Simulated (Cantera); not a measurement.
Input (Python, Cantera) and output of one run.

```python
import numpy as np
import cantera as ct

gas_names = """
    AL ALC ALN ALO ALO2 AL2 AL2O AL2O2 C CN CO CO2 C2 CCN CNC C2N2 C2O C3 C3O2 C4 C4N2 C5 N NCO NO NO2
    NO3 N2 N2O O O2 O3
""".split()
cond_names = """
    AL(cr) AL(L) ALN(s) AL2O3(a) AL2O3(L) C(gr)
""".split()


# ... load() reads the species with a 1 bar reference pressure and builds the phases ...
atoms = {
    'Al2O3': {'AL': 2, 'O': 3},
    'C': {'C': 1},
    'N2': {'N': 2},
}
top_T = {'ALN(s)': 2750, 'C(gr)': 4500}  # K; cautious upper limits of use, not melting points


# ... equilibrate(T, P, feed) seeds the gas with the atoms and calls Mixture.equilibrate('TP', solver="vcs", rtol=1e-11, max_steps=5000) ...
results = []
feed = {'Al2O3': 1, 'C': 0.52, 'N2': 1.3}  # mol
T = 1648.15  # K
P = 32  # Pa
mix = equilibrate(T, P, feed)
results.append((T, P, feed, dict(zip(mix.species_names, mix.species_moles))))
print(gas.report(threshold=0.0001))
for i in range(1, mix.n_phases):
    print(f"{mix.phase(i).name:16s} {mix.phase_moles(i):12.5e} mol")
```

Output:

```
       temperature   1648.2 K
          pressure   32 Pa
           density   6.5433e-05 kg/m^3
  mean mol. weight   28.021 kg/kmol
   phase of matter   gas

                          1 kg             1 kmol
                     ---------------   ---------------
          enthalpy        3.3051e+05         9.261e+06  J
   internal energy       -1.5854e+05       -4.4425e+06  J
           entropy             11398        3.1937e+05  J/K
    Gibbs function       -1.8455e+07       -5.1711e+08  J
 heat capacity c_p            1259.9             35302  J/K
 heat capacity c_v            963.13             26987  J/K

                      mass frac. Y      mole frac. X     chem. pot. / RT
                     ---------------   ---------------   ---------------
                AL         0.0012326         0.0012801            -12.69
              AL2O        0.00054453        0.00021809           -63.555
                CO           0.31495           0.31507            -44.33
                N2           0.68327           0.68343           -34.734
     [  +28 minor]         4.811e-07         3.073e-07

AL(L)             0.00000e+00 mol
ALN(s)            3.44074e-01 mol
AL2O3(a)          8.26547e-01 mol
C(gr)             0.00000e+00 mol
```

These are equilibrium values from Cantera (NASA tables, ideal gas, pure condensed phases), not measurements of a reactor. Mutual solubility and eutectic melting of coexisting phases are not modelled.
